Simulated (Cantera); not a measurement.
An isothermal, constant-pressure homogeneous reactor starts with CH₄ : N₂ = 1 : 3.9 (molar parts), at 1700 K and 450 Torr. Integrator tolerance rtol = 1e-08.

Detailed kinetics in Cantera: GRI-Mech 3.0 (53 species, 325 reactions). GRI-Mech 3.0 stops at C3 and has no aromatics, soot or wall deposition, so with more carbon than oxygen in the feed, carbon stays in small species such as C2H2 where larger ones or solid carbon would form.

Q: What does this change do: pressure from 450 Torr to 10.00 Torr?

A: 
```tsv
quantity	before	after
x(CH₄) at 200 s	0.00274 (gas-phase equilibrium 0.00189)	6.13e-5 (gas-phase equilibrium 4.30e-5)
x(HCN) at 200 s	7.22e-5 (gas-phase equilibrium 0.0895)	2.70e-5 (gas-phase equilibrium 0.0902)
x(C₂H₄) at 200 s	0.000603 (gas-phase equilibrium 0.000284)	1.38e-5 (gas-phase equilibrium 6.48e-6)
x(CH₃) at 200 s	2.13e-5 (gas-phase equilibrium 1.47e-5)	3.17e-6 (gas-phase equilibrium 2.22e-6)
x(H₂) at 200 s	0.250 (gas-phase equilibrium 0.252)	0.254 (gas-phase equilibrium 0.254)
x(CH₂) at 200 s	8.42e-9 (gas-phase equilibrium 5.78e-9)	8.35e-9 (gas-phase equilibrium 5.86e-9)
```
Radical loss at walls, strong at low pressure, is not modelled.
